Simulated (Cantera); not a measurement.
Thermodynamics of silicon carbide growth, feed SiH4 + C2H4 + H2 + HCl

Feed: 1 mol SiH4, 0.061 mol C2H4, 1 mol H2, 0.16 mol HCl, at 750 Torr.

Cantera equilibrium calculation (NASA polynomials, part measured and part estimated; ideal gas, pure solids and liquids). Candidate condensed phases: C, C6H6, C7H8, C8H18, Si, SiC; 109 gas species. Mutual solubility and eutectic melting of coexisting phases are not modelled. The tables' values for SiCl3 are old estimates; treat these amounts as uncertain. Equilibrium is a limit: real reactors are often held back by kinetics, nucleation or transport.

From 802 °C to 1102 °C the condensed part is Si(s) + SiC(s). The main Si-bearing gas is SiHCl3 at 802 °C and SiCl2 at 1102 °C. The share of Si in condensed phases is highest at 1102 °C (98.0 %) and lowest at 802 °C (96.2 %).

```
T (°C)  log p H2  log p HCl  log p SiHCl3  log p SiCl4  log p SiCl2  log p SiH2Cl2  log p SiCl3  n Si(s)  n SiC(s)
------  --------  ---------  ------------  -----------  -----------  -------------  -----------  -------  --------
802        -0.01      -2.00         -2.24        -2.32        -3.69          -3.09        -3.61    0.840     0.122
852        -0.01      -1.86         -2.29        -2.38        -3.38          -3.11        -3.43    0.843     0.122
902        -0.01      -1.74         -2.36        -2.47        -3.12          -3.15        -3.29    0.846     0.122
952        -0.01      -1.65         -2.46        -2.59        -2.89          -3.21        -3.19    0.850     0.122
1002       -0.02      -1.57         -2.58        -2.75        -2.71          -3.28        -3.14    0.853     0.122
1052       -0.02      -1.51         -2.74        -2.95        -2.58          -3.38        -3.13    0.856     0.122
1102       -0.02      -1.48         -2.93        -3.19        -2.48          -3.49        -3.17    0.858     0.122
```
log p: log10 of the partial pressure in bar; n: condensed amount in mol.
